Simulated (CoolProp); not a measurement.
Vapour-liquid equilibrium of propylene (1) + n-hexane (2) at 0.0713 MPa; x and y are mole fractions of (1).

Computed with CoolProp (multi-fluid Helmholtz-energy mixture model, Lemmon 2013 and Thol 2019; pair parameters Bell 2016).

```
x     bubble temperature (K)  y at the bubble point  dew temperature at overall composition x (K)  liquid density (mol/L)
----  ----------------------  ---------------------  --------------------------------------------  ----------------------
0.05                   286.7                  0.835                                         329.6                   7.888
0.2                    251.0                  0.980                                         324.6                   8.874
0.35                   240.4                  0.991                                         318.9                   9.705
0.5                    233.6                  0.996                                         312.0                   10.62
0.65                   227.9                  0.998                                         303.2                   11.65
0.8                    223.1                  0.999                                         290.6                   12.85
0.95                   219.2                  1.000                                         264.6                   14.22
```

No azeotrope shows between x = 0.05 and 0.95.

Pair parameters are fitted to limited data, so mixtures are less certain than the pure fluids. The gap from Raoult's law changes sign with composition, which may be real or a fault of the pair parameters; it wasn't checked against measurements.
